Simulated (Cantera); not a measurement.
# Adiabatic ignition

An adiabatic, constant-pressure homogeneous reactor starts with 19.7 % CH4, 1.16 % CO, 16.6 % O2, 62.5 % N2, at 1698 K and 225 Torr.

Model: GRI-Mech 3.0 (53 species, 325 reactions), integrated in Cantera.

```
t (s)     T (K)     x CH4    x CO     x O2     x H2O    x C2H2
--------  -----  --------  ------  -------  --------  --------
3.00e-6    1698     0.197  0.0116    0.166   5.64e-7    <1e-12
8.23e-6    1698     0.197  0.0116    0.166   2.33e-6    <1e-12
2.26e-5    1698     0.197  0.0116    0.166   9.63e-6  1.05e-11
6.20e-5    1698     0.196  0.0116    0.166   4.97e-5  9.13e-10
0.000170   1697     0.196  0.0116    0.166  0.000335   9.07e-8
0.000468   1710     0.187  0.0128    0.162   0.00501   2.02e-5
0.00128    2509  0.000710   0.149  4.40e-6     0.107   0.00371
0.00352    2478   9.21e-8   0.157  6.59e-6    0.0972   3.16e-7
0.00967    2449  7.40e-12   0.157  1.27e-5    0.0964    <1e-12
0.0265     2444  5.81e-12   0.156  1.42e-5    0.0963    <1e-12
0.0729     2445  5.68e-12   0.156  1.43e-5    0.0964    <1e-12
0.200      2445  5.67e-12   0.156  1.43e-5    0.0964    <1e-12
```
x: mole fraction; the columns are a selection and need not sum to one.

The time of steepest temperature rise is 0.778 ms and the temperature at 0.200 s is 2445 K. The equilibrium temperature is 2445 K and the x(CH4) at 0.200 s is 5.67e-12 (gas-phase equilibrium 6.31e-12). The x(CO) at 0.200 s is 0.156 (gas-phase equilibrium 0.156). The x(O2) at 0.200 s is 1.43e-5 (gas-phase equilibrium 1.43e-5).
